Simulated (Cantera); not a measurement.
Input: 1 mol CH₃F, 0.022 mol HCl, 2.2 mol H₂, held at 477 °C and 2.00e-5 bar.

These are equilibrium values from Cantera (NASA tables, ideal gas, pure condensed phases), not measurements of a reactor. Candidate condensed phases: C, C₆H₆, C₇H₈, C₈H₁₈; 118 gas species. Equilibrium is a limit: real reactors are often held back by kinetics, nucleation or transport.

Base state: H₂ 0.758, HF 0.237, HCl 0.00521, CH₄ 3.67e-5 (mole fractions); condensed: C(graphite).

Problem. What changes in the equilibrium state with this change: pressure from 2.00e-5 bar to 0.630 bar?

Solution. 
| species | before | after |
|---|---|---|
| H₂ | 0.758 | 0.386 |
| HF | 0.237 | 0.308 |
| CH₄ | 3.67e-5 | 0.300 |
| HCl | 0.00521 | 0.00677 |
| C(graphite), mol | 1.000 | 0.0267 |
